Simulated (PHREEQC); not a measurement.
# Brine (model solution)

Consider water at 25 °C with 3.9 mol/kgw NaCl and 0.00013 mol/kgw H4SiO4. Closed to the air; pH follows from the charge balance.

All values are PHREEQC results (Pitzer model, pitzer.dat), not measurements.

Each row changes one thing in this solution. Precipitation was switched off in this run.

```csv
case,pH,ionic strength (mol/kgw)
as made,6.19,3.90
H4SiO4 left out,6.60,3.90
NaCl left out,…,1.71e-7
1.8 mol/kgw Na2SO4 added,6.63,…
diluted 2-fold with water,6.57,…
```

Q: What belongs in the gaps?

A: 
- NaCl left out, pH: 6.77
- 1.8 mol/kgw Na2SO4 added, ionic strength (mol/kgw): 9.30
- diluted 2-fold with water, ionic strength (mol/kgw): 1.95

Complexes and solids missing from the database can't appear. Some of these states are supersaturated (in Thenardite, for instance). In brines, pH and single-ion activities rest on the MacInnes convention.
